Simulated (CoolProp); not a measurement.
A closed Brayton cycle with carbon dioxide: compressor inlet 310.15 K and 8.2 MPa, high pressure 17.2 MPa, turbine inlet 880 K, compressor efficiency 0.85, turbine efficiency 0.85, recuperator effectiveness 0.95 (on enthalpy, no pinch check). Each further row changes one setting.

The numbers come from the reference Helmholtz-energy equation of state, Span 1996 in CoolProp.

| case | thermal efficiency (%) | net work (kJ/kg) | compressor to turbine work | compressor exit (K) | turbine exit (K) |
|---|---|---|---|---|---|
| as stated | ___ | 77.3 | 0.23 | 352.2 | 792.1 |
| turbine inlet 830 K | 33.0 | 71.1 | 0.24 | 352.2 | 745.2 |
| compressor inlet 320.15 K | ___ | 66.9 | ___ | 378.8 | 792.1 |
| high pressure 14.6 MPa | 31.7 | ___ | 0.22 | 342.8 | 811.1 |
| recuperator effectiveness 0.5 | 16.9 | 77.3 | 0.23 | 352.2 | 792.1 |

### Question
Some entries are withheld; supply them.

### Answer

- as stated, thermal efficiency (%): 34.5
- compressor inlet 320.15 K, thermal efficiency (%): 34.6
- compressor inlet 320.15 K, compressor to turbine work: 0.33
- high pressure 14.6 MPa, net work (kJ/kg): 62.1
